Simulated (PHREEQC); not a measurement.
Dissolve 6.8 mmol/kgw H2SO4, 4.4 mmol/kgw LiCl and 0.28 mmol/kgw Fe2(SO4)3 at 25 °C. It is in equilibrium with CO2 at log p = -3.4 (atm). Otherwise closed; pH follows from the charge balance.

All values are PHREEQC results (ion-association model, phreeqc.dat), not measurements.

Each row changes one thing in this solution. No solid was allowed to form.

```csv
case,pH,ionic strength (mol/kgw),SO4-2 (mol/kgw),HSO4- (mol/kgw),HCO3- (mol/kgw)
as made,2.02,0.0204,0.00435,0.00272,7.12e-10
H2SO4 left out,3.30,0.00697,0.000708,2.69e-5,1.30e-8
0.0023 mol/kgw Na2SO4 added,2.04,0.0258,0.00593,0.00333,7.72e-10
H2SO4 from 0.0068 to 0.00612 mol/kgw,2.05,0.0191,0.00405,0.00234,7.78e-10
Fe2(SO4)3 left out,2.01,0.0194,0.00412,0.00263,7.03e-10
Fe2(SO4)3 from 0.00028 to 0.0014 mol/kgw,2.03,0.0241,0.00522,0.00306,7.47e-10
LiCl replaced by NH4Cl at the same molality,2.01,0.0203,0.00429,0.00269,7.10e-10
0.00019 mol/kgw HF added,2.01,0.0207,0.00441,0.00277,7.08e-10
diluted 5-fold with water,2.63,0.00485,0.00122,0.000226,2.75e-9
```

Some of these states are supersaturated (in Hematite (slow to form), Goethite (slow to form), Fe(OH)3(a), for instance).
